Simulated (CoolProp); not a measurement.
Vapour-liquid equilibrium of R125 (1) + R236FA (2) at 252.6 K; x and y are mole fractions of (1).

Model: multi-fluid Helmholtz-energy mixture model, Lemmon 2005 and Pan 2012; pair parameters Bell 2016, in CoolProp.

Give the bubble pressure and the first vapour's composition at x = 0.05, 0.2, 0.875. Is there an azeotrope?

x = 0.05: 0.5665 bar, y = 0.280; x = 0.2: 0.9868 bar, y = 0.643; x = 0.875: 2.922 bar, y = 0.978. No azeotrope shows between x = 0.05 and 0.95.

The pair parameters rest on a limited set of measurements; away from them the model extrapolates.
